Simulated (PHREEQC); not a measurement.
A solution holds 0.0068 mol Pb(NO3)2 and 0.00058 mol Cu(NO3)2 per kg of water, at 45 °C. Closed to the air; pH follows from the charge balance.

All values are PHREEQC results (ion-association model, wateq4f.dat), not measurements.

No solid was allowed to form.

### Question
Order these Pb species by the share of Pb that they hold, largest first: PbNO3+, Pb+2, PbOH+.

### Answer
Pb+2 (90 %), PbNO3+ (10 %), PbOH+ (0.11 %)

The pH is 5.00 and the ionic strength 0.0207 mol/kgw. Species that the database lacks are ignored. Constants without temperature data keep their 25 °C values here.
